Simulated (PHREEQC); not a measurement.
Make-up at 20 °C: 45 mmol/kgw ZnCl2 and 110 mmol/kgw NaCl. Closed to the air; pH follows from the charge balance.

All values are PHREEQC results (ion-association model, phreeqc.dat), not measurements.

This is a speciation only: nothing precipitates in the calculation.

Task: What pH, specific conductance, density does the model give?

Result: pH 5.16; specific conductance 16300 µS/cm; density 1.008 g/cm³.

Task: In which forms is Zn present?

Result: Zn+2 88 %, ZnCl+ 10 %, ZnCl2 1.0 % of the Zn.
